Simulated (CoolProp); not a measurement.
Model: reference Helmholtz-energy equation of state, Thol 2019, in CoolProp.

For tetradecamethylhexasiloxane (MD4M), give the phase and the cp (kJ/(kg K)), speed of sound (m/s), expansivity (1/kK) at 489.1 K and 1.01 MPa.


- 489.1 K and 1.01 MPa: liquid; cp 2.11, speed of sound 463, expansivity 1.59
